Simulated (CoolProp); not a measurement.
Saturated liquid density (kg/m³) of n-undecane: the reference equation beside estimates from Tc = 365.7 °C, pc = 1990 kPa, ω = 0.539. Rackett uses Z = 0.29056 − 0.08775 ω.

Model: reference Helmholtz-energy equation of state, Aleksandrov 2011, in CoolProp. It is a short technical equation, of lower accuracy than the large ones.

```csv
T (°C),reference,Rackett,van der Waals,Redlich-Kwong,Soave-Redlich-Kwong,Peng-Robinson
125.05,659.3,701.7,355.2,521.4,558.9,629.9
131.95,653.7,695.5,352.4,516.6,554.7,625.4
138.95,648.0,689.1,349.6,511.6,550.3,620.8
145.95,642.3,682.7,346.7,506.4,545.8,615.9
152.85,636.6,676.3,343.7,501.3,541.2,611.0
159.85,630.8,669.7,340.7,495.9,536.4,605.8
166.75,624.9,663.1,337.6,490.5,531.6,600.5
173.75,618.9,656.3,334.5,484.9,526.4,594.9
180.75,612.8,649.3,331.2,479.2,521.1,589.2
187.65,606.7,642.4,328.0,473.4,515.7,583.3
194.65,600.4,635.3,324.6,467.4,510.0,577.0
201.55,594.1,628.1,321.2,461.4,504.2,570.7
208.55,587.5,620.7,317.7,455.0,498.1,564.0
```

Absolute difference from the reference over all 13 rows, mean and median: Rackett 6.1 and 6.1 %, van der Waals 46.0 and 46.0 %, Redlich-Kwong 21.6 and 21.5 %, Soave-Redlich-Kwong 15.1 and 15.0 %, Peng-Robinson 4.0 and 4.0 %.
